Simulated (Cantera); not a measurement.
Charge: 1 mol CF4, 0.37 mol Si, 2.5 mol F2, at 2252 °C and 44.0 Pa.

Method: chemical equilibrium by Gibbs-energy minimisation in Cantera with the NASA 1993 tables (ideal gas, pure condensed phases). Candidate condensed phases: C, Si, SiC; 23 gas species. The tables' values for SiF3, SiF2 are old estimates; treat these amounts as uncertain. Kinetics and transport are ignored.

Base state: F 0.885, SiF4 0.0414, CF2 0.0330, CF 0.0312, SiF3 0.00646, C3 0.00166, C 0.000532, SiF2 0.000197 (mole fractions); condensed: C(graphite).

### Question
What changes in the equilibrium state with this change: Si from 0.37 to 0.0077 mol?

### Answer
| species | before | after |
|---|---|---|
| F | 0.885 | 0.928 |
| CF2 | 0.0330 | 0.0362 |
| CF | 0.0312 | 0.0327 |
| SiF4 | 0.0414 | 0.000769 |
| SiF3 | 0.00646 | 0.000115 |
| SiF2 | 0.000197 | 3.33e-6 |
| CF3 | 3.02e-5 | 3.47e-5 |
| C(graphite), mol | 0.460 | 0.350 |
The tables' values for SiF3 are old estimates; treat these amounts as uncertain.

### Question
What changes in the equilibrium state with this change: Si from 0.37 to 0.13 mol?

### Answer
```json
[
 {"species": "F", "before": "0.885", "after": "0.915"},
 {"species": "CF2", "before": "0.0330", "after": "0.0352"},
 {"species": "CF", "before": "0.0312", "after": "0.0322"},
 {"species": "SiF4", "before": "0.0414", "after": "0.0135"},
 {"species": "SiF3", "before": "0.00646", "after": "0.00204"},
 {"species": "SiF2", "before": "0.000197", "after": "6.01e-5"},
 {"species": "CF3", "before": "3.02e-5", "after": "3.33e-5"},
 {"species": "C", "before": "0.000532", "after": "0.000532"},
 {"species": "C(graphite), mol", "before": "0.460", "after": "0.388"}
]
```

### Question
What changes in the equilibrium state with this change: Si from 0.37 to 0.12 mol?

### Answer
```tsv
species	before	after
F	0.885	0.916
CF2	0.0330	0.0353
CF	0.0312	0.0323
SiF4	0.0414	0.0124
SiF3	0.00646	0.00187
SiF2	0.000197	5.52e-5
CF3	3.02e-5	3.34e-5
C	0.000532	0.000532
C(graphite), mol	0.460	0.385
```
